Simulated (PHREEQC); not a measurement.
# Spent oxide etchant: speciation

Dissolve 0.235 mol/kgw NH4HF2, 0.0145 mol/kgw H2SiF6, 0.12 mol/kgw H3PO4 and 0.0055 mol/kgw H2SO4 at 25 °C and 50 atm. Closed to the air; pH follows from the charge balance.

The numbers come from PHREEQC with the ion-association model, phreeqc.dat.

Precipitation was switched off in this run.

Task: What pH, ionic strength, activity of water does the model give?

Result: pH 2.29; ionic strength 0.257 mol/kgw; activity of water 0.987.

Task: In which forms is F present?

Result: HF 51 %, HF2- 23 %, SiF6-2 16 %, F- 11 % of the F.

Under pressure, the constants of complexes without a molar volume in the database are unreliable. SiF6-2 is the database's only silicon fluoride.
